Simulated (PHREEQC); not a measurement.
Dissolve 0.33 mol/kgw TMAH and 0.068 mol/kgw NaAlO2 at 25 °C. Closed to the air; pH follows from the charge balance.

Model: ion-association model, phreeqc.dat, run in PHREEQC.

No solid was allowed to form.

Task: What pH, activity of water, ionic strength does the model give?

Result: pH 13.33; activity of water 0.986; ionic strength 0.398 mol/kgw.

(CH3)4N+ isn't in the database: it is added as a free cation with an ion size of 4 Å.
